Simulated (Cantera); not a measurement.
**Low-pressure radical oxidation in H2/O2**

An isothermal, constant-pressure homogeneous reactor starts with 20.6 % H2, 79.4 % O2, equivalence ratio 0.13, at 1275 K and 11.3 Torr.

Cantera simulation using the H2/O2 subset of GRI-Mech 3.0, which has no nitrogen chemistry; the numbers are that mechanism's predictions, not measurements. Radical loss at walls, strong at low pressure, is not modelled. The temperature is held fixed by assumption; the heat of reaction is taken as removed at once.

```tsv
t (s)	x H2	x O2	x H2O	x HO2	x OH
2.00e-5	0.206	0.794	1.43e-9	1.29e-8	2.46e-9
4.85e-5	0.206	0.794	1.57e-8	3.12e-8	1.10e-8
0.000118	0.206	0.794	2.11e-7	7.58e-8	7.51e-8
0.000285	0.206	0.794	1.08e-5	1.99e-7	2.92e-6
0.000691	0.150	0.761	0.0396	4.78e-6	0.00916
0.00168	0.00978	0.675	0.161	8.14e-6	0.0126
0.00406	0.00848	0.692	0.175	8.55e-6	0.0119
0.00985	0.00566	0.723	0.198	8.90e-6	0.00987
0.0239	0.00206	0.754	0.220	7.59e-6	0.00604
0.0579	0.000391	0.766	0.228	3.75e-6	0.00264
0.140	6.54e-5	0.769	0.229	1.10e-6	0.00109
0.340	1.36e-5	0.770	0.230	2.96e-7	0.000498
0.825	3.56e-6	0.770	0.230	9.40e-8	0.000256
2.00	1.10e-6	0.770	0.230	4.19e-8	0.000143
```
x: mole fraction; the columns are a selection and need not sum to one.

Equilibrium at this temperature and pressure: H2 1.19e-7, O2 0.770, H2O 0.230, HO2 4.14e-8, OH 4.70e-5 (gas phase only).
